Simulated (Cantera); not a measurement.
Input: 1 mol trisilylamine, 3.4 mol N₂, held at 1750 K and 53.0 mbar.

These are equilibrium values from Cantera (NASA tables, ideal gas, pure condensed phases), not measurements of a reactor. Candidate condensed phases: Si, Si₃N₄; 18 gas species. The feed counts by its element totals alone. Equilibrium is a limit: real reactors are often held back by kinetics, nucleation or transport.

Base state: H₂ 0.702, N₂ 0.297, H 0.000847, Si 1.10e-5 (mole fractions); condensed: Si₃N₄(s).

### Question
What changes in the equilibrium state with this change: temperature from 1750 K to 1898 K?

### Answer
```
species          before     after
-------------  --------  --------
H₂                0.702     0.534
N₂                0.297     0.464
H              0.000847   0.00248
Si              1.10e-5  0.000232
Si₂N            4.69e-7   1.77e-5
SiN             7.11e-7   1.22e-5
SiH             2.81e-6   3.40e-5
Si₃N₄(s), mol     1.000         0
Si(l), mol            0      3.00
```
The tables' values for SiN are old estimates; treat these amounts as uncertain. Gases not in the tables: Si₂H₆ and higher silanes.
